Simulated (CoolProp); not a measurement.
Vapour-liquid equilibrium of R22 (1) + c-C4F8 (RC318) (2) at 148 kPa; x and y are mole fractions of (1).

The numbers come from the multi-fluid Helmholtz-energy mixture model, Kamei 1995 and Platzer 1990; pair parameters Bell 2016 in CoolProp. This equation is an older, rougher fit; its heat capacities, sound speeds and derivatives of the liquid may be far off and weren't checked against measurements.

```json
[
 {"x": "0.05", "bubble temperature (K)": "274.4", "y at the bubble point": "0.131", "dew temperature at overall composition x (K)": "275.9", "liquid density (mol/L)": "8.155"},
 {"x": "0.125", "bubble temperature (K)": "269.1", "y at the bubble point": "0.358", "dew temperature at overall composition x (K)": "274.5", "liquid density (mol/L)": "8.581"},
 {"x": "0.2", "bubble temperature (K)": "262.7", "y at the bubble point": "0.560", "dew temperature at overall composition x (K)": "272.9", "liquid density (mol/L)": "9.049"},
 {"x": "0.275", "bubble temperature (K)": "256.6", "y at the bubble point": "0.703", "dew temperature at overall composition x (K)": "271.2", "liquid density (mol/L)": "9.540"},
 {"x": "0.35", "bubble temperature (K)": "251.6", "y at the bubble point": "0.792", "dew temperature at overall composition x (K)": "269.3", "liquid density (mol/L)": "10.04"},
 {"x": "0.425", "bubble temperature (K)": "248.0", "y at the bubble point": "0.844", "dew temperature at overall composition x (K)": "267.2", "liquid density (mol/L)": "10.55"},
 {"x": "0.5", "bubble temperature (K)": "245.6", "y at the bubble point": "0.875", "dew temperature at overall composition x (K)": "264.8", "liquid density (mol/L)": "11.07"},
 {"x": "0.575", "bubble temperature (K)": "244.1", "y at the bubble point": "0.894", "dew temperature at overall composition x (K)": "262.2", "liquid density (mol/L)": "11.62"},
 {"x": "0.65", "bubble temperature (K)": "243.2", "y at the bubble point": "0.906", "dew temperature at overall composition x (K)": "259.1", "liquid density (mol/L)": "12.21"},
 {"x": "0.725", "bubble temperature (K)": "242.6", "y at the bubble point": "0.915", "dew temperature at overall composition x (K)": "255.5", "liquid density (mol/L)": "12.86"},
 {"x": "0.8", "bubble temperature (K)": "242.1", "y at the bubble point": "0.925", "dew temperature at overall composition x (K)": "251.1", "liquid density (mol/L)": "13.58"},
 {"x": "0.875", "bubble temperature (K)": "241.6", "y at the bubble point": "0.940", "dew temperature at overall composition x (K)": "245.7", "liquid density (mol/L)": "14.40"},
 {"x": "0.95", "bubble temperature (K)": "241.0", "y at the bubble point": "0.967", "dew temperature at overall composition x (K)": "241.3", "liquid density (mol/L)": "15.32"}
]
```

No azeotrope shows between x = 0.05 and 0.95.

The pair parameters rest on a limited set of measurements; away from them the model extrapolates. The gap from Raoult's law changes sign with composition, which may be real or a fault of the pair parameters; it wasn't checked against measurements.
